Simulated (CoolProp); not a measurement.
The fluoroketone C6F12O (FK-5-1-12) along the isobar 1620 kPa: density (kg/m³) from the reference equation and from simpler models built on Tc = 441.8 K, pc = 1869 kPa, ω = 0.471; each cubic takes its own stable root.

The numbers come from the reference Helmholtz-energy equation of state, McLinden 2015 in CoolProp.

```tsv
T (K)	phase	reference	van der Waals	Peng-Robinson
341.4	liquid	1474	885.8	1523
348.5	liquid	1450	871.7	1494
355.6	liquid	1424	857.0	1464
362.7	liquid	1398	841.4	1432
369.8	liquid	1370	824.9	1398
376.9	liquid	1341	807.4	1361
384	liquid	1311	788.5	1321
391.1	liquid	1278	767.9	1277
398.2	liquid	1243	745.1	1229
405.3	liquid	1204	719.3	1175
412.4	liquid	1160	689.0	1114
```
